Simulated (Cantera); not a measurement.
Feed: 1 mol Si₂Cl₆, 0.89 mol N₂, 0.31 mol H₂, at 825 °C and 1000 Pa.

Equilibrium computed with Cantera from the NASA thermochemical tables; the gas is ideal and each condensed phase is pure. Candidate condensed phases: NH₄Cl, Si, Si₃N₄; 28 gas species. The feed counts by its element totals alone. N₂ is the only nitrogen source here; it is nearly inert below about 1500 K, so the nitride shown seldom forms there in practice. The tables' values for SiCl₃ are old estimates; treat these amounts as uncertain. The numbers say what is thermodynamically allowed, not how fast it happens.

Base state: SiCl₄ 0.566, HCl 0.212, N₂ 0.196, H₂ 0.0220, SiCl₃ 0.00315, SiHCl₃ 0.000853, SiCl₂ 0.000247 (mole fractions); condensed: Si₃N₄(s).

### Question
What changes in the equilibrium state with this change: H₂ from 0.31 to 1.5 mol?

### Answer
```json
[
 {"species": "HCl", "before": "0.212", "after": "0.444"},
 {"species": "SiCl₄", "before": "0.566", "after": "0.292"},
 {"species": "H₂", "before": "0.0220", "after": "0.183"},
 {"species": "N₂", "before": "0.196", "after": "0.0773"},
 {"species": "SiHCl₃", "before": "0.000853", "after": "0.00175"},
 {"species": "SiCl₃", "before": "0.00315", "after": "0.00224"},
 {"species": "Si₃N₄(s), mol", "before": "0.208", "after": "0.302"}
]
```

### Question
What changes in the equilibrium state with this change: Si₂Cl₆ replaced by SiH₄?

### Answer
| species | before | after |
|---|---|---|
| H₂ | 0.0220 | 0.912 |
| N₂ | 0.196 | 0.0882 |
| SiCl₄ | 0.566 | 0 |
| HCl | 0.212 | 0 |
| SiCl₃ | 0.00315 | 0 |
| SiHCl₃ | 0.000853 | 0 |
| Si₃N₄(s), mol | 0.208 | 0.333 |

### Question
What changes in the equilibrium state with this change: H₂ from 0.31 to 0.11 mol?

### Answer
| species | before | after |
|---|---|---|
| SiCl₄ | 0.566 | 0.660 |
| N₂ | 0.196 | 0.240 |
| HCl | 0.212 | 0.0929 |
| H₂ | 0.0220 | 0.00365 |
| SiHCl₃ | 0.000853 | 0.000377 |
| SiCl₃ | 0.00315 | 0.00342 |
| Si₃N₄(s), mol | 0.208 | 0.183 |
